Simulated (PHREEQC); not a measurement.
Dissolve 0.0091 mol CuSO4, 0.00034 mol HNO3 and 0.066 mol H3BO3 per kg of water at 57 °C. Closed to the air; pH follows from the charge balance.

Model: ion-association model, wateq4f.dat, run in PHREEQC.

Each row changes one thing in this solution. No solid was allowed to form.

| case | pH | ionic strength (mol/kgw) | SO4-2 (mol/kgw) | HSO4- (mol/kgw) | H2BO3- (mol/kgw) |
|---|---|---|---|---|---|
| as made | 3.76 | 0.0253 | 0.00615 | 0.000142 | 4.42e-7 |
| 0.061 mol/kgw Ni(NO3)2 added | 3.67 | 0.200 | 0.00404 | 6.98e-5 | 4.72e-7 |
| diluted 10-fold with water | 4.53 | 0.00328 | 0.000808 | 4.14e-6 | 2.34e-7 |
| HNO3 left out | 4.57 | 0.0250 | 0.00625 | 2.21e-5 | 2.89e-6 |
| H3BO3 from 0.066 to 0.0726 mol/kgw | 3.76 | 0.0253 | 0.00615 | 0.000142 | 4.86e-7 |
| 0.00089 mol/kgw CsOH added | 5.13 | 0.0257 | 0.00641 | 6.26e-6 | 1.04e-5 |
| CuSO4 replaced by Li2SO4 at the same molality | 3.82 | 0.0266 | 0.00858 | 0.000169 | 5.16e-7 |
| 0.002 mol/kgw CsOH added | 5.43 | 0.0263 | 0.00670 | 3.25e-6 | 2.09e-5 |

Some of these states are supersaturated (in Tenorite (slow to form), Cu(OH)2, for instance). Constants without temperature data keep their 25 °C values here.
